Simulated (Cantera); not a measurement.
Charge: 1 mol Al(CH3)3, 2.5 mol N2O, 4.2 mol N2, held at 948.15 K.

Method: chemical equilibrium by Gibbs-energy minimisation in Cantera with the NASA 1993 tables (ideal gas, pure condensed phases). Candidate condensed phases: Al, AlN, Al2O3, C, C6H6, C7H8, C8H18, H2O; 148 gas species. The feed counts by its element totals alone. Kinetics and transport are ignored.

x: gas mole fraction; n: condensed amount in mol.

```csv
P (Pa),x N2,x H2,x CO,x CH4,x H2O,x CO2,x NH3,n Al2O3(s),n C(graphite)
10,0.549,0.369,0.0820,2.33e-6,2.92e-6,1.17e-6,1.39e-8,0.500,2.00
63,0.549,0.369,0.0819,1.47e-5,1.84e-5,7.38e-6,8.74e-8,0.500,2.00
400,0.549,0.369,0.0818,___,___,___,___,0.500,2.00
2500,0.550,0.368,0.0808,___,___,___,___,0.500,2.01
16000,0.554,0.361,0.0754,0.00357,0.00420,0.00159,2.16e-5,0.500,2.03
100000,0.572,0.329,0.0564,0.0186,0.0179,0.00555,0.000119,0.500,2.06
```

What belongs in the gaps?


- 400, x CH4: 9.31e-5
- 400, x H2O: 0.000116
- 400, x CO2: 4.67e-5
- 400, x NH3: 5.55e-7
- 2500, x CH4: 0.000579
- 2500, x H2O: 0.000717
- 2500, x CO2: 0.000285
- 2500, x NH3: 3.45e-6
